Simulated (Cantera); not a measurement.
A perfectly stirred reactor is fed with CH4 : H2 : CO2 = 0.027 : 1 : 0.02 (molar parts), at 173 Torr; it is held at 2000 K, and followed from long to short residence time.

Model: GRI-Mech 3.0 (53 species, 325 reactions), integrated in Cantera.

Problem. What does this change do: temperature 2000 to 2700 K?

Solution. 
```json
[
 {"quantity": "x(CH4) at τ = 2.80 s", "before": "0.00107", "after": "9.34e-6"},
 {"quantity": "x(H2) at τ = 2.80 s", "before": "0.954", "after": "0.852"},
 {"quantity": "x(CO2) at τ = 2.80 s", "before": "3.83e-5", "after": "8.09e-8"},
 {"quantity": "x(CO) at τ = 2.80 s", "before": "0.0322", "after": "0.0345"},
 {"quantity": "x(O) at τ = 2.80 s", "before": "3.71e-9", "after": "1.75e-8"},
 {"quantity": "x(CH4) at τ = 32.0 ms", "before": "0.00751", "after": "6.97e-5"},
 {"quantity": "x(H2) at τ = 32.0 ms", "before": "0.944", "after": "0.863"},
 {"quantity": "x(CO2) at τ = 32.0 ms", "before": "0.000617", "after": "7.24e-6"},
 {"quantity": "x(CO) at τ = 32.0 ms", "before": "0.0195", "after": "0.0342"},
 {"quantity": "x(O) at τ = 32.0 ms", "before": "1.25e-8", "after": "1.14e-6"}
]
```

Problem. What does this change do: H2 1 to 2.4 parts?

Solution. 
```json
[
 {"quantity": "x(CH4) at τ = 2.80 s", "before": "0.00107", "after": "0.000693"},
 {"quantity": "x(H2) at τ = 2.80 s", "before": "0.954", "after": "0.977"},
 {"quantity": "x(CO2) at τ = 2.80 s", "before": "3.83e-5", "after": "1.12e-5"},
 {"quantity": "x(CO) at τ = 2.80 s", "before": "0.0322", "after": "0.0131"},
 {"quantity": "x(O) at τ = 2.80 s", "before": "3.71e-9", "after": "2.51e-9"},
 {"quantity": "x(CH4) at τ = 32.0 ms", "before": "0.00751", "after": "0.00451"},
 {"quantity": "x(H2) at τ = 32.0 ms", "before": "0.944", "after": "0.973"},
 {"quantity": "x(CO2) at τ = 32.0 ms", "before": "0.000617", "after": "0.000245"},
 {"quantity": "x(CO) at τ = 32.0 ms", "before": "0.0195", "after": "0.00816"},
 {"quantity": "x(O) at τ = 32.0 ms", "before": "1.25e-8", "after": "5.79e-9"}
]
```
